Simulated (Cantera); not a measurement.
Input: 1 mol Si, 29 mol HCl, held at 1098.15 K and 0.0440 bar.

Equilibrium computed with Cantera from the NASA thermochemical tables; the gas is ideal and each condensed phase is pure. Candidate condensed phases: Si; 19 gas species. The tables' values for SiCl₃ are old estimates; treat these amounts as uncertain. Equilibrium is a limit: real reactors are often held back by kinetics, nucleation or transport.

Base state: HCl 0.893, H₂ 0.0714, SiCl₄ 0.0356, SiHCl₃ 4.15e-5, SiCl₃ 4.06e-5 (mole fractions); condensed: gas only.

### Question
What changes in the equilibrium state with this change: HCl from 29 to 6.6 mol?

### Answer
```json
[
 {"species": "HCl", "before": "0.893", "after": "0.467"},
 {"species": "H₂", "before": "0.0714", "after": "0.355"},
 {"species": "SiCl₄", "before": "0.0356", "after": "0.176"},
 {"species": "SiCl₂", "before": "6.49e-7", "after": "5.81e-5"},
 {"species": "SiHCl₃", "before": "4.15e-5", "after": "0.00194"},
 {"species": "SiCl₃", "before": "4.06e-5", "after": "0.000852"}
]
```
